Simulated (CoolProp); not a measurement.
Vapour-liquid equilibrium of toluene (1) + n-octane (2) at 347.9 K; x and y are mole fractions of (1).

Computed with CoolProp (multi-fluid Helmholtz-energy mixture model, Lemmon 2006 and Beckmüller 2019; pair parameters Bell 2016).

```
x     bubble pressure (MPa)  y at the bubble point  dew pressure at overall composition x (MPa)  liquid density (mol/L)
----  ---------------------  ---------------------  -------------------------------------------  ----------------------
0.05                0.02034                  0.105                                      0.01969                   5.857
0.2                 0.02353                  0.340                                      0.02154                   6.194
0.35                0.02612                  0.504                                      0.02367                   6.569
0.5                     [?]                  0.631                                      0.02605                   6.990
0.65                0.02985                  0.739                                          [?]                   7.465
0.8                 0.03115                  0.844                                      0.03065                   8.004
0.95                0.03210                    [?]                                          [?]                   8.619
```

**Question.** Complete the blanks.

**Answer.** 
- 0.5, bubble pressure (MPa): 0.02820
- 0.65, dew pressure at overall composition x (MPa): 0.02851
- 0.95, y at the bubble point: 0.957
- 0.95, dew pressure at overall composition x (MPa): 0.03205

No azeotrope shows between x = 0.05 and 0.95.

The pair parameters rest on a limited set of measurements; away from them the model extrapolates.
